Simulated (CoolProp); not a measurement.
C2F6 (R116) along the isotherm 84.55 °C: Z from the reference equation and from simpler models built on Tc = 19.9 °C, pc = 30.48 bar, ω = 0.257; each cubic takes its own stable root.

Model: reference Helmholtz-energy equation of state, Lemmon 2006, in CoolProp. It is a short technical equation, of lower accuracy than the large ones.

| p (bar) | phase | reference | van der Waals | Redlich-Kwong | Soave-Redlich-Kwong | Peng-Robinson |
|---|---|---|---|---|---|---|
| 19 | gas | 0.8932 | 0.8773 | 0.8775 | 0.8948 | 0.8775 |
| 38.1 | supercritical | 0.7798 | 0.7268 | 0.7462 | 0.7895 | 0.7598 |
| 57.1 | supercritical | 0.6757 | 0.5796 | 0.6299 | 0.7024 | 0.6664 |
| 76.2 | supercritical | 0.6133 | 0.5725 | 0.5839 | 0.6608 | 0.6210 |
| 95.2 | supercritical | 0.6103 | 0.6289 | 0.5993 | 0.6658 | 0.6207 |
| 114 | supercritical | 0.6417 | 0.6983 | 0.6378 | 0.6956 | 0.6445 |
| 133 | supercritical | 0.6879 | 0.7727 | 0.6856 | 0.7374 | 0.6800 |
| 152 | supercritical | 0.7402 | 0.8483 | 0.7371 | 0.7847 | 0.7211 |
